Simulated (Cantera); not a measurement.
Input: 1 mol Zr, 0.38 mol NH₃, 7.2 mol H₂O, equilibrated at 35.0 Pa.

Method: chemical equilibrium by Gibbs-energy minimisation in Cantera with the NASA 1993 tables (ideal gas, pure condensed phases). Candidate condensed phases: H₂O, Zr, ZrN, ZrO₂; 28 gas species. Kinetics and transport are ignored.

Question: Which condensed phases are stable at each of these points (T (°C)): 1275, 1475, 1675, 1875, 2075, 2275, 2475?

Answer: 
| T (°C) | condensed phases | Zr condensed (%) |
|---|---|---|
| 1275 | ZrO₂(tetragonal) | 100.0 |
| 1475 | ZrO₂(tetragonal) | 100.0 |
| 1675 | ZrO₂(tetragonal) | 100.0 |
| 1875 | ZrO₂(tetragonal) | 100.0 |
| 2075 | ZrO₂(tetragonal) | 99.9 |
| 2275 | ZrO₂(tetragonal) | 96.7 |
| 2475 | ZrO₂(s) | 36.0 |

From 1275 °C to 2275 °C the condensed part is ZrO₂(tetragonal). At 2475 °C the condensed part is ZrO₂(s).
